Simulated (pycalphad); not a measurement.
Source of the numbers: pycalphad with the COST 507 light-alloy database (1999); pressure 1 atm. These are 1990s assessments: newer ones move some temperatures and phases. Phase fractions are per mole of atoms.

### Question
Give the equilibrium state of Al-7.741Si-5.008C (wt.%) at 752 °C.

### Answer
```
T = 1025.00 K, P = 101325 Pa, N = 1 mol of atoms
G = -47968 J/mol, H = 21133 J/mol, S = 67.42 J/(mol K)  (SER reference)
chemical potentials (J/mol): Al -45218, Si -45274, C -71069
phase             fraction      x(Al)      x(Si)       x(C)
LIQUID              0.7573     0.9273     0.0727   8.48e-09
AL8SIC7             0.2427     0.5000     0.0625     0.4375
```

### Question
Give the equilibrium state of Al-7.741Si-5.008C (wt.%) at 227 °C.

### Answer
fcc, fraction 0.702, with 0.01 Si, <0.01 C wt.%; AL8SIC7, fraction 0.243, with 8.6 Si, 25.6 C wt.%; diamond (Si), fraction 0.055, with >99.99 Si, <0.01 C wt.%.

Database names, with the compositions (at.%) that they take in these runs: AL8SIC7: Al 50 C 44 Si 6.
